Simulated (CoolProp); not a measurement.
Properties of m-xylene at several states (Tc = 616.9 K, pc = 3.535 MPa, ω = 0.326).

Model: reference Helmholtz-energy equation of state, Zhou 2012, in CoolProp.

```
T (K)  p (MPa)   phase  expansivity (1/kK)  viscosity (µPa s)  fugacity coefficient
-----  -------  ------  ------------------  -----------------  --------------------
274     0.0138  liquid              0.9595                794               0.01727
302.6   0.0226  liquid               1.008                553               0.06362
389.8   0.0282     gas               2.706               8.39                0.9859
```

Viscosity comes from a separate model (Cao 2016).
